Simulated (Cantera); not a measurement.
Charge: 1 mol BCl3, 1.9 mol NH3, a varied amount of O2, at 84.0 Pa.

These are equilibrium values from Cantera (NASA tables, ideal gas, pure condensed phases), not measurements of a reactor. Candidate condensed phases: B, BN, B2O3, B3O3H3, H2O, NH4Cl; 49 gas species. Mutual solubility and eutectic melting of coexisting phases are not modelled. The tables' values for BCl2 are old estimates. The numbers say what is thermodynamically allowed, not how fast it happens.

Stable condensed phases, one row left out:

```
T in °C \ n(O2) in mol
         0.19 0.68  1.2  1.7  2.2  2.7  3.1  3.6  4.1
   1875     A    A    A    A    A    A    A    A    A
   1825     A    A    A    A    A    A    A    A    A
   1775     A    A    A    A    A    A    A    A    A
   1725     A    A    A    A    A    A    A    A    A
   1675     A    A    A    A    A    A    A    A    A
   1575     B    A    A    A    A    A    A    A    A
   1525     B    A    A    A    A    A    A    A    A
   1475     B    A    A    A    A    A    A    A    A
   1425     B    A    A    A    A    A    A    A    A
   1375     B    A    A    A    A    A    A    A    A
   1325     B    A    A    A    A    A    A    A    A
   1275     B    A    A    A    A    A    A    A    A
   1225     B    C    A    A    A    A    A    A    A
```

A: gas only; B: BN; C: BN + B2O3.

**Question.** Give the row for 1625 °C.

**Answer.** 0.19: gas only; 0.68: gas only; 1.2: gas only; 1.7: gas only; 2.2: gas only; 2.7: gas only; 3.1: gas only; 3.6: gas only; 4.1: gas only.
